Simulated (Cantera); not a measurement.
Input (Python, Cantera) and output of one run.

```python
import numpy as np
import cantera as ct

gas_names = [...]  # 151 gases of nasa_gas.yaml made of C, H, N, O, Si
cond_names = """
    C(gr) C6H6(L) C7H8(L) C8H18(L),n-octa H2O(s) H2O(L) Si(cr) Si(L) SiC(b) SiO2(Lqz) SiO2(hqz) SiO2(L)
    Si2N2O(s) Si3N4(a)
""".split()


# ... load() reads the species with a 1 bar reference pressure and builds the phases ...
atoms = {
    'HMDSO': {'Si': 2, 'C': 6, 'H': 18, 'O': 1},
    'CO2': {'C': 1, 'O': 2},
    'N2': {'N': 2},
}
top_T = {'C(gr)': 4500, 'SiC(b)': 3050, 'Si2N2O(s)': 2100, 'Si3N4(a)': 2400}  # K; cautious upper limits of use, not melting points


# ... equilibrate(T, P, feed) seeds the gas with the atoms and calls Mixture.equilibrate('TP', solver="vcs", rtol=1e-11, max_steps=5000) ...
results = []
feed = {'HMDSO': 1, 'CO2': 1.2, 'N2': 100}  # mol
T = 623  # K
P = 1700  # Pa
mix = equilibrate(T, P, feed)
results.append((T, P, feed, dict(zip(mix.species_names, mix.species_moles))))
x = sorted(zip(gas.X, gas.species_names), reverse=True)
print(f"T = {T:g} K  P = {P:g} Pa  gas = {mix.phase_moles(0):.4g} mol")
print("   x: " + "  ".join(f"{s} {v:.3e}" for v, s in x if v > 1e-05))
print("   condensed (mol): " + ("  ".join(f"{mix.phase(i).name} {mix.phase_moles(i):.4g}"
      for i in range(1, mix.n_phases) if mix.phase_moles(i) > 1e-12) or "none"))
```

Result:

```
T = 623 K  P = 1700 Pa  gas = 108.3 mol
   x: N2 9.216e-01  H2 7.369e-02  CH4 4.703e-03
   condensed (mol): C(gr) 6.691  SiO2(Lqz) 1.6  Si2N2O(s) 0.2
```

Equilibrium computed with Cantera from the NASA thermochemical tables; the gas is ideal and each condensed phase is pure. The feed counts by its element totals alone. N2 is the only nitrogen source here; it is nearly inert below about 1500 K, so the nitride shown seldom forms there in practice.
